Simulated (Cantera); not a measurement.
Charge: 1 mol Si2Cl6, 4.1 mol NH3, 2.4 mol N2, held at 12.0 Pa.

These are equilibrium values from Cantera (NASA tables, ideal gas, pure condensed phases), not measurements of a reactor. Candidate condensed phases: NH4Cl, Si, Si3N4; 28 gas species. The feed counts by its element totals alone. Kinetics and transport are ignored.

Problem. Which condensed phases are stable at each of these points (T (°C)): 627, 702, 777, 852, 927, 1002, 1077, 1152, 1227, 1302?

Solution. 
```tsv
T (°C)	condensed phases	Si condensed (%)
627	Si3N4(s)	88.4
702	Si3N4(s)	90.2
777	Si3N4(s)	91.4
852	Si3N4(s)	91.0
927	Si3N4(s)	85.3
1002	Si3N4(s)	68.1
1077	Si3N4(s)	41.4
1152	Si3N4(s)	14.9
1227	gas only	0.0
1302	gas only	0.0
```

From 627 °C to 1152 °C the condensed part is Si3N4(s). From 1227 °C to 1302 °C nothing is condensed.
